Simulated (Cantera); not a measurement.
Equilibrium for silicon carbide growth: (CH3)2SiCl2 + C2H2 + H2 + C2H4

A closed system holds: 1 mol (CH3)2SiCl2, 0.19 mol C2H2, 4.3 mol H2, 0.0063 mol C2H4, held at 0.133 bar.

These are equilibrium values from Cantera (NASA tables, ideal gas, pure condensed phases), not measurements of a reactor. Candidate condensed phases: C, C6H6, C7H8, C8H18, Si, SiC; 109 gas species. The feed counts by its element totals alone. The tables' values for SiCl3 are old estimates; treat these amounts as uncertain. Kinetics and transport are ignored.

```csv
T (°C),log p H2,log p HCl,log p SiCl4,log p CH4,log p SiHCl3,log p SiCl2,log p SiCl3,n C(graphite),n SiC(s)
827,-0.96,-1.69,-2.56,-3.37,-3.67,-5.17,-4.44,1.55,0.814
852,-0.97,-1.66,-2.64,-3.47,-3.71,-5.00,-4.37,1.53,0.841
877,-0.97,-1.63,-2.72,-3.57,-3.76,-4.85,-4.31,1.51,0.866
902,-0.97,-1.60,-2.82,-3.66,-3.82,-4.71,-4.26,1.49,0.890
927,-0.98,-1.58,-2.92,-3.76,-3.88,-4.58,-4.22,1.47,0.910
952,-0.98,-1.56,-3.03,-3.84,-3.95,-4.47,-4.20,1.46,0.927
977,-0.98,-1.55,-3.15,-3.92,-4.03,-4.36,-4.18,1.44,0.942
1002,-0.98,-1.54,-3.27,-4.00,-4.11,-4.27,-4.18,1.43,0.953
1027,-0.99,-1.53,-3.40,-4.08,-4.19,-4.18,-4.18,1.43,0.962
1052,-0.99,-1.53,-3.53,-4.15,-4.28,-4.10,-4.18,1.42,0.968
1077,-0.99,-1.52,-3.66,-4.22,-4.37,-4.03,-4.19,1.42,0.973
1102,-0.99,-1.52,-3.79,-4.28,-4.45,-3.96,-4.20,1.41,0.976
1127,-0.99,-1.52,-3.92,-4.34,-4.54,-3.89,-4.22,1.41,0.978
```
log p: log10 of the partial pressure in bar; n: condensed amount in mol.

From 827 °C to 1127 °C the condensed part is C(graphite) + SiC(s). The main Si-bearing gas is SiCl4 at 827 °C and SiCl2 at 1127 °C. The share of Si in condensed phases is highest at 1127 °C (97.8 %) and lowest at 827 °C (81.4 %).
